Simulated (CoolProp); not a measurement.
The fluid at 298.15 K and 0.666 MPa is throttled through a valve to 0.382 MPa with no heat exchange. The same conditions are run with several fluids, on thermodynamics alone (safety and materials aside).

Model: reference Helmholtz-energy equation of state of each fluid (hexamethyldisiloxane (MM): Thol 2016; n-undecane: Aleksandrov 2011; isobutane: Bücker 2006; R1224YDZ: Akasaka 2023; o-xylene: Zhou 2012), in CoolProp.

### Question
Rank hexamethyldisiloxane (MM), n-undecane, isobutane, R1224YDZ, o-xylene by final density (kg/m³), highest first.

### Answer
R1224YDZ (1360), o-xylene (876), hexamethyldisiloxane (MM) (760), n-undecane (737), isobutane (551)
